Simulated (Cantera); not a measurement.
# C₆H₆ + H₂ + N₂ (carbon deposition, reforming and gasification)

Charge: 1 mol C₆H₆, 84 mol H₂, 7.9 mol N₂, at 1473 K and 0.680 bar.

These are equilibrium values from Cantera (NASA tables, ideal gas, pure condensed phases), not measurements of a reactor. Candidate condensed phases: C, C₆H₆, C₇H₈, C₈H₁₈; 92 gas species. Kinetics and transport are ignored.

```
Property                Result
-------------------  ---------
x(H₂)                    0.915
x(N₂)                   0.0833
x(CH₄)                 0.00167
x(HCN)                0.000240
x(H)                   1.47e-5
x(NH₃)                 1.16e-5
x(C₂H₂ (acetylene))    5.95e-6
x(HNC)                 3.71e-6
x(C₂H₄)                1.39e-6
n(C(graphite))        5.82 mol
gas amount           94.74 mol
```
